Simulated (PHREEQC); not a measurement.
0.75 g of hydrous ferric oxide (600 m²/g; 0.2 weak and 0.005 strong sites per Fe, Dzombak-Morel constants, diffuse double layer) in 1 kg of water with 0.005 mol/kgw of an inert sodium salt, at 25 °C; the pH is set by adding NaOH or the inert anion's acid. Oxygen is held at 0.21 atm. CO2 from the air is kept out. Precipitation was switched off in this run.

Equilibrium calculation in PHREEQC: ion-association model, wateq4f.dat.

Task: Predict surface charge σ (C/m²), surface potential ψ (mV) at pH = 3, 5, 9, 9.5, 10.

Result: 
```tsv
pH	surface charge σ (C/m²)	surface potential ψ (mV)
3	0.307	213
5	0.091	158
9	-0.009	-50
9.5	-0.018	-77
10	-0.031	-103
```

The oxide is taken as insoluble; below pH 4 it would dissolve.
